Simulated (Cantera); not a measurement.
A freely propagating, adiabatic, planar premixed flame of CH4 : O2 : N2 = 1 : 1.82 : 5.09 (molar parts), unburnt at 675 K and 458 Torr; mixture-averaged transport, grid criteria slope 0.08 and curve 0.16, no radiation.

Computed with Cantera and GRI-Mech 3.0 (53 species, 325 reactions). Burning velocities carry a grid error of a few per cent, more on coarse grids.

Question: What does this change do: CH4 1 to 0.8 parts?

Answer: 
| quantity | before | after |
|---|---|---|
| laminar burning velocity | 253 cm/s | 247 cm/s |
| thermal thickness | 0.369 mm | 0.379 mm |
| peak x(C2H6) | 0.00165 | 0.00111 |
| peak x(H2O2) | 7.57e-6 | 8.29e-6 |
| peak x(HO2) | 0.000250 | 0.000281 |

Question: What does this change do: 0.35 parts H2 added?

Answer: 
```json
[
 {"quantity": "laminar burning velocity", "before": "253 cm/s", "after": "294 cm/s"},
 {"quantity": "thermal thickness", "before": "0.369 mm", "after": "0.352 mm"},
 {"quantity": "peak x(C2H6)", "before": "0.00165", "after": "0.00158"},
 {"quantity": "peak x(H2O2)", "before": "7.57e-6", "after": "6.67e-6"},
 {"quantity": "peak x(HO2)", "before": "0.000250", "after": "0.000234"}
]
```
